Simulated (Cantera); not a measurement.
A Cantera script and its output.

```python
import numpy as np
import cantera as ct

gas = ct.Solution("gri30.yaml")
gas.TPX = 1500, 120, {'C2H6': 1, 'N2': 110}
reactor = ct.IdealGasConstPressureReactor(gas, energy="off", clone=False)
net = ct.ReactorNet([reactor])
net.rtol, net.atol = 1e-08, 1e-18
show = ['C2H6', 'C2H2', 'C2H', 'CH4', 'H2', 'CH3']
times = np.geomspace(0.0009, 3, 12)

steps = ct.SolutionArray(gas, extra=["t"])
rows = []
print(f"{'t/s':>10s}{'T/K':>9s}{'P/Pa':>11s}" + "".join(f"{s:>11s}" for s in show))
for t in times:
    while net.time < t:
        t_next = net.step()
        steps.append(gas.state, t=t_next)
    rows.append([np.interp(t, steps.t, y) for y in (steps.T, steps.P, *steps(*show).X.T)])
    print(f"{t:10.3e}{rows[-1][0]:9.1f}{rows[-1][1]:11.4g}" + "".join(f"{x:11.3e}" for x in rows[-1][2:]))
rate = np.gradient(steps.T, steps.t)
print("integrator steps:", len(steps.t))
if steps.T.max() > steps.T[0] + 200:
    print(f"time of steepest temperature rise: {steps.t[rate.argmax()]:.4e} s")
gas.TPX = 1500, 120, {'C2H6': 1, 'N2': 110}
gas.equilibrate("TP")
print(f"equilibrium (TP): T = {gas.T:.1f} K  " + "  ".join(f"{s} {gas[s].X[0]:.3e}" for s in show))
```

It prints:

```
       t/s      T/K       P/Pa       C2H6       C2H2        C2H        CH4         H2        CH3
 9.000e-04   1500.0        120  8.943e-03  3.294e-12  2.005e-20  3.162e-07  3.069e-08  1.305e-04
 1.881e-03   1500.0        120  8.870e-03  5.885e-11  4.182e-18  1.375e-06  3.476e-07  2.706e-04
 3.933e-03   1500.0        120  8.714e-03  1.442e-09  1.238e-15  5.937e-06  4.357e-06  5.550e-04
 8.223e-03   1500.0        120  8.348e-03  7.632e-08  1.008e-12  2.520e-05  5.365e-05  1.104e-03
 1.719e-02   1500.0        120  7.271e-03  5.980e-06  7.797e-10  1.035e-04  5.086e-04  2.059e-03
 3.594e-02   1500.0        120  4.440e-03  1.562e-04  2.582e-08  4.097e-04  2.500e-03  3.232e-03
 7.513e-02   1500.0        120  8.597e-04  1.534e-03  1.813e-07  1.187e-03  6.850e-03  2.706e-03
 1.571e-01   1500.0        120  2.208e-05  4.756e-03  2.840e-07  1.496e-03  1.152e-02  8.861e-04
 3.283e-01   1500.0        120  1.571e-06  6.782e-03  1.843e-07  1.351e-03  1.403e-02  3.556e-04
 6.864e-01   1500.0        120  5.519e-07  7.739e-03  1.248e-07  1.212e-03  1.523e-02  1.953e-04
 1.435e+00   1500.0        120  2.540e-07  8.145e-03  8.991e-08  1.085e-03  1.582e-02  1.226e-04
 3.000e+00   1500.0        120  1.250e-07  8.300e-03  6.647e-08  9.663e-04  1.612e-02  8.045e-05
integrator steps: 815
equilibrium (TP): T = 1500.0 K  C2H6 1.131e-15  C2H2 1.034e-03  C2H 7.495e-09  CH4 7.672e-08  H2 1.766e-02  CH3 5.972e-09
```

Detailed kinetics in Cantera: GRI-Mech 3.0 (53 species, 325 reactions). GRI-Mech 3.0 stops at C3 and has no aromatics, soot or wall deposition, so with more carbon than oxygen in the feed, carbon stays in small species such as C2H2 where larger ones or solid carbon would form. Radical loss at walls, strong at low pressure, is not modelled.
